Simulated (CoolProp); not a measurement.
Properties of n-perfluorobutane along the isobar 100 bar.

Model: reference Helmholtz-energy equation of state, Gao 2022, in CoolProp.

| T (°C) | phase | Z | speed of sound (m/s) | isothermal compressibility (1/MPa) |
|---|---|---|---|---|
| -77.05 | liquid | 0.7764 | 740.4 | 0.001291 |
| -65.15 | liquid | 0.7475 | … | 0.001424 |
| -53.25 | liquid | 0.7221 | 677.6 | 0.001575 |
| -41.35 | liquid | … | 647.1 | 0.001749 |
| -29.45 | liquid | 0.6798 | 617.1 | 0.001950 |
| -17.65 | liquid | 0.6624 | 587.7 | 0.002183 |
| -5.75 | liquid | 0.6470 | 558.2 | 0.002460 |
| 6.15 | liquid | 0.6335 | 528.9 | 0.002791 |
| 18.05 | liquid | 0.6219 | 499.6 | … |
| 29.95 | liquid | 0.6120 | 470.4 | … |
| 41.85 | liquid | 0.6039 | 441.4 | 0.004275 |
| 53.75 | liquid | 0.5974 | … | … |
| 65.65 | liquid | 0.5927 | 383.8 | 0.005963 |

Task: What belongs in the gaps?

Result: 
- -65.15, speed of sound (m/s): 708.7
- -41.35, Z: 0.6996
- 18.05, isothermal compressibility (1/MPa): 0.003190
- 29.95, isothermal compressibility (1/MPa): 0.003676
- 53.75, speed of sound (m/s): 412.4
- 53.75, isothermal compressibility (1/MPa): 0.005022
